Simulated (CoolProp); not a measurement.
Properties of propane along the isotherm 228.15 °C (Tc = 96.7 °C, pc = 4251 kPa, ω = 0.152).

Values from CoolProp's reference Helmholtz-energy equation of state, Lemmon 2009.

```
p (kPa)          phase  cv (kJ/(kg K))  speed of sound (m/s)  isothermal compressibility (1/MPa)  expansivity (1/kK)  Prandtl number  fugacity coefficient
-------  -------------  --------------  --------------------  ----------------------------------  ------------------  --------------  --------------------
67.2               gas           2.361                 319.0                               14.91               2.009           0.730                0.9981
98.7               gas           2.361                 318.8                               10.16               2.016           0.730                0.9971
145                gas           2.361                 318.4                               6.926               2.025           0.730                0.9958
213                gas           2.362                 317.9                               4.724               2.040           0.730                0.9938
312                gas           2.363                 317.2                               3.234               2.061           0.730                0.9910
458                gas           2.364                 316.1                               2.213               2.093           0.730                0.9868
672                gas           2.366                 314.5                               1.518               2.141           0.730                0.9807
987                gas           2.368                 312.2                               1.043               2.214           0.732                0.9718
1450               gas           2.372                 308.8                              0.7199               2.326           0.735                0.9588
2130               gas           2.377                 303.9                              0.5003               2.502           0.742                0.9401
3120               gas           2.386                 297.1                              0.3520               2.785           0.759                0.9136
4580     supercritical           2.399                 288.0                              0.2504               3.260           0.798                0.8759
6720     supercritical           2.418                 278.0                              0.1796               4.056           0.887                0.8241
9870     supercritical           2.441                 276.3                              0.1228               5.121            1.07                0.7568
14500    supercritical           2.457                 311.3                             0.06649               5.194            1.34                0.6804
21300    supercritical           2.459                 404.5                             0.02854               3.789            1.58                0.6148
```

Viscosity comes from a separate model (Vogel 1998). Thermal conductivity comes from a separate model (Marsh 2002).
